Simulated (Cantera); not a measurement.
Hydrocarbon pyrolysis for carbon deposition

An isothermal, constant-pressure homogeneous reactor starts with CH4 : N2 = 1 : 2.1 (molar parts), at 1550 K and 1.50 Torr.

Computed with Cantera and GRI-Mech 3.0 (53 species, 325 reactions). GRI-Mech 3.0 stops at C3 and has no aromatics, soot or wall deposition, so with more carbon than oxygen in the feed, carbon stays in small species such as C2H2 where larger ones or solid carbon would form. Radical loss at walls, strong at low pressure, is not modelled.

```json
[
 {"t (s)": "5.00e-6", "x CH4": "0.323", "x CH2": "<1e-12", "x HCN": "<1e-12", "x C2H2": "<1e-12", "x H2": "1.59e-10", "x C2H6": "<1e-12", "x CH3": "4.68e-9"},
 {"t (s)": "2.71e-5", "x CH4": "0.323", "x CH2": "<1e-12", "x HCN": "<1e-12", "x C2H2": "<1e-12", "x H2": "4.23e-9", "x C2H6": "<1e-12", "x CH3": "2.87e-8"},
 {"t (s)": "0.000147", "x CH4": "0.323", "x CH2": "<1e-12", "x HCN": "<1e-12", "x C2H2": "<1e-12", "x H2": "7.73e-8", "x C2H6": "<1e-12", "x CH3": "2.10e-7"},
 {"t (s)": "0.000794", "x CH4": "0.323", "x CH2": "<1e-12", "x HCN": "<1e-12", "x C2H2": "<1e-12", "x H2": "6.54e-7", "x C2H6": "<1e-12", "x CH3": "1.37e-6"},
 {"t (s)": "0.00430", "x CH4": "0.323", "x CH2": "9.02e-12", "x HCN": "<1e-12", "x C2H2": "<1e-12", "x H2": "3.82e-6", "x C2H6": "5.60e-11", "x CH3": "7.70e-6"},
 {"t (s)": "0.0233", "x CH4": "0.323", "x CH2": "2.42e-10", "x HCN": "<1e-12", "x C2H2": "2.68e-10", "x H2": "2.11e-5", "x C2H6": "8.05e-9", "x CH3": "4.20e-5"},
 {"t (s)": "0.126", "x CH4": "0.322", "x CH2": "6.70e-9", "x HCN": "<1e-12", "x C2H2": "2.64e-7", "x H2": "0.000144", "x C2H6": "7.11e-7", "x CH3": "0.000226"},
 {"t (s)": "0.682", "x CH4": "0.316", "x CH2": "1.58e-7", "x HCN": "3.15e-11", "x C2H2": "0.000313", "x H2": "0.00542", "x C2H6": "2.68e-5", "x CH3": "0.00116"},
 {"t (s)": "3.69", "x CH4": "0.164", "x CH2": "4.14e-7", "x HCN": "3.18e-8", "x C2H2": "0.0549", "x H2": "0.175", "x C2H6": "4.19e-5", "x CH3": "0.00141"},
 {"t (s)": "20.0", "x CH4": "0.0364", "x CH2": "1.74e-7", "x HCN": "2.93e-7", "x C2H2": "0.108", "x H2": "0.324", "x C2H6": "2.97e-6", "x CH3": "0.000401"}
]
```
x: mole fraction; the columns are a selection and need not sum to one.

Equilibrium at this temperature and pressure: CH4 6.04e-5, CH2 1.49e-9, HCN 0.0957, C2H2 0.0741, H2 0.365, C2H6 4.10e-11, CH3 1.44e-6 (gas phase only).
